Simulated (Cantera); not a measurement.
# Thermodynamics of silicon oxide and oxynitride deposition, feed Si₂H₆ + O₃ + N₂O

Charge: 1 mol Si₂H₆, 0.23 mol O₃, 0.94 mol N₂O, held at 1773 K and 0.100 bar.

Equilibrium computed with Cantera from the NASA thermochemical tables; the gas is ideal and each condensed phase is pure. Candidate condensed phases: H₂O, Si, SiO₂, Si₂N₂O, Si₃N₄; 35 gas species. The feed counts by its element totals alone. Mutual solubility and eutectic melting of coexisting phases are not modelled. The tables hold silica as quartz up to 1696 K and as liquid above; real silica turns to tridymite and cristobalite and melts near 1996 K. The numbers say what is thermodynamically allowed, not how fast it happens.

```json
{
  "x(H₂)": "0.880",
  "x(N₂)": "0.0628",
  "x(SiO)": "0.0566",
  "x(H)": "0.000844",
  "x(H₂O)": "0.000200",
  "n(SiO₂(condensed))": "0.355 mol",
  "n(Si₂N₂O(s))": "0.726 mol",
  "gas_amount": "3.408 mol",
  "log10 activity of Si(l) (absent)": "-1.47"
}
```
